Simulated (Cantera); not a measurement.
## Thermodynamics of iron carbonyl, mercury and lead vapours, feed Fe(CO)5 + O2 + N2

Feed: 1 mol Fe(CO)5, 0.063 mol O2, 46 mol N2, equilibrated at 2400 Pa.

Method: chemical equilibrium by Gibbs-energy minimisation in Cantera with the NASA 1993 tables (ideal gas, pure condensed phases). Candidate condensed phases: C, Fe, Fe(CO)5, FeO, Fe2O3, Fe3O4; 27 gas species. Condensed phases not in the tables: cementite and carbon dissolved in iron. Rates play no part.

At 550 °C the condensed part is C(graphite) + Fe(α). From 650 °C to 850 °C the condensed part is Fe(α). From 950 °C to 1350 °C the condensed part is Fe(γ).

| T (°C) | log p N2 | log p CO | log p CO2 | log p Fe | log p FeO | n C(graphite) | n Fe(α) | n Fe(γ) |
|---|---|---|---|---|---|---|---|---|
| 550 | -1.66 | -2.69 | -3.70 | <-13 | <-13 | 0.291 | 1.00 | 0 |
| 650 | -1.66 | -2.64 | -4.23 | <-13 | <-13 | 0 | 1.00 | 0 |
| 750 | -1.66 | -2.64 | -4.23 | -13.35 | <-13 | 0 | 1.00 | 0 |
| 850 | -1.66 | -2.64 | -4.23 | -11.51 | <-13 | 0 | 1.00 | 0 |
| 950 | -1.66 | -2.64 | -4.23 | -9.98 | <-13 | 0 | 0 | 1.00 |
| 1050 | -1.66 | -2.64 | -4.23 | -8.68 | -12.78 | 0 | 0 | 1.000 |
| 1150 | -1.66 | -2.64 | -4.23 | -7.57 | -11.36 | 0 | 0 | 1.000 |
| 1250 | -1.66 | -2.64 | -4.23 | -6.61 | -10.13 | 0 | 0 | 0.999 |
| 1350 | -1.66 | -2.64 | -4.23 | -5.78 | -9.06 | 0 | 0 | 0.996 |
log p: log10 of the partial pressure in bar; n: condensed amount in mol.
